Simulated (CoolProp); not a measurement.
Vapour-liquid equilibrium of CHF3 (R23) (1) + sulfur hexafluoride (2) at -17.35 °C; x and y are mole fractions of (1).

Values from CoolProp's multi-fluid Helmholtz-energy mixture model, Penoncello 2003 and Guder 2009; pair parameters Bell 2016.

```
x      bubble pressure (MPa)  y at the bubble point  dew pressure at overall composition x (MPa)  liquid density (mol/L)
-----  ---------------------  ---------------------  -------------------------------------------  ----------------------
0.05                  0.8938                  0.172                                       0.7877                   11.54
0.125                  1.059                  0.322                                       0.8503                   11.71
0.2                    1.182                  0.415                                       0.9216                   11.89
0.275                  1.275                  0.480                                        1.003                   12.09
0.35                   1.347                  0.533                                        1.095                   12.32
0.425             (withheld)                  0.578                                        1.196                   12.59
0.5                    1.454                  0.620                                        1.302                   12.89
0.575                  1.493             (withheld)                                   (withheld)                   13.25
0.65                   1.523                  0.706                                        1.482              (withheld)
0.725             (withheld)                  0.753                                        1.533                   14.13
0.8                    1.555                  0.807                                        1.555                   14.66
0.875                  1.554                  0.868                                        1.553              (withheld)
0.95                   1.537                  0.942                                        1.534                   15.95
```

What belongs in the gaps?


- 0.425, bubble pressure (MPa): 1.406
- 0.575, y at the bubble point: 0.662
- 0.575, dew pressure at overall composition x (MPa): 1.403
- 0.65, liquid density (mol/L): 13.66
- 0.725, bubble pressure (MPa): 1.544
- 0.875, liquid density (mol/L): 15.27

y crosses x between x = 0.8 and 0.875: the model has an azeotrope there.

The pair parameters rest on a limited set of measurements; away from them the model extrapolates.
